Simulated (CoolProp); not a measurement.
Acetone at several states: fugacity coefficient from the reference equation and from simpler models built on Tc = 508.1 K, pc = 4.692 MPa, ω = 0.307; each cubic takes its own stable root.

Computed with CoolProp (reference Helmholtz-energy equation of state, Lemmon 2006). It is a short technical equation, of lower accuracy than the large ones.

```
T (K)  p (MPa)   phase  reference  van der Waals  Redlich-Kwong  Soave-Redlich-Kwong  Peng-Robinson
-----  -------  ------  ---------  -------------  -------------  -------------------  -------------
322.4     0.39  liquid     0.1975         0.9293         0.4180               0.1976         0.1996
187.7     0.33  liquid   2.461e-5        0.03753      0.0001530             1.999e-5       2.588e-5
202.8    0.628  liquid   7.553e-5        0.03931      0.0004123             6.343e-5       7.748e-5
```

At some of these states van der Waals gives the other phase, because its saturation line lies elsewhere.
